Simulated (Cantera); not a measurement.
An isothermal plug-flow reactor at 1323 K and 3.70 bar (inlet), inlet velocity 1 m/s, active area per volume 680 1/m; feed CH4 : O2 : N2 = 0.0064 : 0.03 : 0.79 (molar parts), equivalence ratio 0.43.

Cantera simulation using Deutschmann's 1995 Pt surface mechanism with GRI-Mech 3.0 gas chemistry; the numbers are that mechanism's predictions, not measurements. Catalytic surfaces can have several steady states; this one follows from the mechanism file's or the stated starting coverage. Mass transfer to the wall is taken as infinitely fast.

Task: Predict: x(CH4) at z = 0.0075 m; x(O2) at z = 0.0075 m; x(H2O) at z = 0.0075 m; x(CO2) at z = 0.0075 m; x(CO) at z = 0.0075 m; θ(free Pt) at the exit; θ(O*) at the exit; θ(OH*) at the exit.

Result: 
```json
{
 "x(CH4) at z = 0.0075 m": "3.49e-5",
 "x(O2) at z = 0.0075 m": "0.0212",
 "x(H2O) at z = 0.0075 m": "0.0152",
 "x(CO2) at z = 0.0075 m": "0.00745",
 "x(CO) at z = 0.0075 m": "6.67e-7",
 "θ(free Pt) at the exit": "0.565",
 "θ(O*) at the exit": "0.433",
 "θ(OH*) at the exit": "0.00221"
}
```
